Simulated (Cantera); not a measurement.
Cantera run:

```python
import numpy as np
import cantera as ct

gas_names = """
    CL CL2 H HCL H2 N NH NH2 NH3 N2 N2H2 N2H4 Si SiCL SiCL2 SiCL3 SiCL4 SiH SiHCL3 SiH2 SiH2CL2 SiH3
    SiH3CL SiH4 SiN Si2 Si2N Si3
""".split()
cond_names = """
    NH4CL(a) NH4CL(b) Si(cr) Si(L) Si3N4(a)
""".split()


# ... load() reads the species with a 1 bar reference pressure and builds the phases ...
atoms = {
    'SiHCl3': {'Si': 1, 'H': 1, 'CL': 3},
    'N2': {'N': 2},
    'H2': {'H': 2},
}
top_T = {'Si3N4(a)': 2400}  # K; cautious upper limits of use, not melting points


# ... equilibrate(T, P, feed) seeds the gas with the atoms and calls Mixture.equilibrate('TP', solver="vcs", rtol=1e-11, max_steps=5000) ...
results = []
T = 1250  # K
P = 270  # Pa
for m in [2.1, 2.9, 4.1, 5.8, 8.2, 12, 16, 23, 33]:
    feed = {'SiHCl3': 1, 'N2': 14, 'H2': m}  # mol
    mix = equilibrate(T, P, feed)
    results.append((T, P, feed, dict(zip(mix.species_names, mix.species_moles))))

top = {s: max(r[3][s] / sum(r[3][g] for g in gas_names) for r in results) for s in gas_names}
cols = sorted((s for s in top if top[s] > 1e-06), key=lambda s: -top[s])[:8]
seen = [c for c in cond_names if any(r[3].get(c, 0) > 1e-12 for r in results)]
print("log10 of partial pressures in bar; condensed amounts in mol")
print(f"{'n(H2)':>10s}" + "".join(f"{s[:9]:>10s}" for s in cols + seen))
for T, P, feed, n in results:
    ng = sum(n[g] for g in gas_names)
    print(f"{feed['H2']:10.4g}" + "".join(f"{np.log10(max(n[s] / ng * P / 1e5, 1e-99)):10.3f}" for s in cols)
          + "".join(f"{n.get(c, 0):10.4g}" for c in seen))
```

Result:

```
log10 of partial pressures in bar; condensed amounts in mol
     n(H2)        N2        H2       HCL     SiCL4     SiCL2     SiCL3    SiHCL3         H  Si3N4(a)
       2.1    -2.683    -3.718    -3.375    -5.136    -5.441    -5.716    -6.928    -8.175    0.3054
       2.9    -2.704    -3.535    -3.374    -5.485    -5.609    -5.975    -7.095    -8.083    0.3179
       4.1    -2.732    -3.361    -3.391    -5.882    -5.798    -6.268    -7.301    -7.996     0.325
       5.8    -2.768    -3.211    -3.422    -6.284    -5.987    -6.563    -7.521    -7.921    0.3285
       8.2    -2.815    -3.082    -3.467    -6.686    -6.173    -6.857    -7.751    -7.857    0.3303
        12    -2.880    -2.964    -3.530    -7.135    -6.375    -7.182    -8.017    -7.798    0.3314
        16    -2.940    -2.888    -3.589    -7.481    -6.528    -7.432    -8.229    -7.760    0.3319
        23    -3.027    -2.810    -3.676    -7.928    -6.723    -7.753    -8.511    -7.721    0.3323
        33    -3.128    -2.748    -3.777    -8.387    -6.919    -8.080    -8.807    -7.690    0.3325
```

Cantera equilibrium calculation (NASA polynomials, part measured and part estimated; ideal gas, pure solids and liquids). N2 is the only nitrogen source here; it is nearly inert below about 1500 K, so the nitride shown seldom forms there in practice. The tables' values for SiCl3 are old estimates; treat these amounts as uncertain.
